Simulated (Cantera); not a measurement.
# Diamond growth

A diamond (100) surface in a fixed gas of H2 with x(CH4) = 0.0076, x(CH3) = 0.0004, at 1175 K, 0.150 bar; coverages are run to steady state.

Model: the Harris–Goodwin 1993 mechanism for the reconstructed diamond (100) surface, integrated in Cantera.

```json
[
 {"x(H)": "0.0001", "growth (µm/h)": "1.52", "θ c6HH": "0.590", "θ c6H*": "0.0255", "θ c6*H": "0.343", "θ c6**": "0.00416", "θ c6HM": "0.0194"},
 {"x(H)": "0.00024", "growth (µm/h)": "4.13", "θ c6HH": "0.513", "θ c6H*": "0.0300", "θ c6*H": "0.404", "θ c6**": "0.00904", "θ c6HM": "0.0240"},
 {"x(H)": "0.00057", "growth (µm/h)": "9.54", "θ c6HH": "0.471", "θ c6H*": "0.0323", "θ c6*H": "0.435", "θ c6**": "0.0151", "θ c6HM": "0.0259"},
 {"x(H)": "0.0014", "growth (µm/h)": "19.5", "θ c6HH": "0.453", "θ c6H*": "0.0337", "θ c6*H": "0.452", "θ c6**": "0.0205", "θ c6HM": "0.0235"},
 {"x(H)": "0.0033", "growth (µm/h)": "32.2", "θ c6HH": "0.449", "θ c6H*": "0.0345", "θ c6*H": "0.463", "θ c6**": "0.0240", "θ c6HM": "0.0173"},
 {"x(H)": "0.0078", "growth (µm/h)": "44.5", "θ c6HH": "0.450", "θ c6H*": "0.0353", "θ c6*H": "0.472", "θ c6**": "0.0260", "θ c6HM": "0.0104"},
 {"x(H)": "0.019", "growth (µm/h)": "53.2", "θ c6HH": "0.452", "θ c6H*": "0.0361", "θ c6*H": "0.477", "θ c6**": "0.0271", "θ c6HM": "0.00515"},
 {"x(H)": "0.045", "growth (µm/h)": "58.0", "θ c6HH": "0.453", "θ c6H*": "0.0371", "θ c6*H": "0.478", "θ c6**": "0.0278", "θ c6HM": "0.00238"},
 {"x(H)": "0.11", "growth (µm/h)": "60.9", "θ c6HH": "0.453", "θ c6H*": "0.0393", "θ c6*H": "0.477", "θ c6**": "0.0285", "θ c6HM": "0.00103"}
]
```
θ: site fractions in the mechanism's names (c6HH fully hydrogenated, c6H* and c6*H radical sites, c6** diradical, c6HM methylated).
